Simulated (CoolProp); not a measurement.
Values from CoolProp's reference Helmholtz-energy equation of state, Lemmon 2022.

Q: Give the vapour pressure (kPa), vapour density (kg/m³), liquid viscosity (µPa s), vapour viscosity (µPa s) of saturated R1234yf at -7.65 °C.

A: 
```
T (°C)  p (kPa)  vapour density (kg/m³)  liquid viscosity (µPa s)  vapour viscosity (µPa s)
------  -------  ----------------------  ------------------------  ------------------------
-7.65       242                    13.6                       218                      11.0
```

Viscosity comes from a separate model (Bell 2016), an estimate that may be off by 10 % or more.
